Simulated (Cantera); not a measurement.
Charge: 1 mol Fe2O3, 0.25 mol SO2, 1 mol N2, equilibrated at 1302 °C and 0.100 bar.

Cantera equilibrium calculation (NASA polynomials, part measured and part estimated; ideal gas, pure solids and liquids). Candidate condensed phases: Fe, FeO, FeS, FeSO4, FeS2, Fe2O3, Fe2(SO4)3, Fe3O4, S; 19 gas species. Kinetics and transport are ignored.

Q: What is the equilibrium state?

A: 
```
Item                                 Result
--------------------------------  ---------
x(N2)                                 0.705
x(SO2)                                0.176
x(O2)                                 0.117
x(NO)                               0.00122
x(SO3)                             0.000494
x(O)                                1.16e-5
x(SO)                               1.81e-6
x(NO2)                              1.25e-6
n(Fe3O4(s))                       0.667 mol
gas amount                        1.416 mol
log10 activity of Fe(γ) (absent)      -5.55
log10 activity of S(l) (absent)       -9.28
```
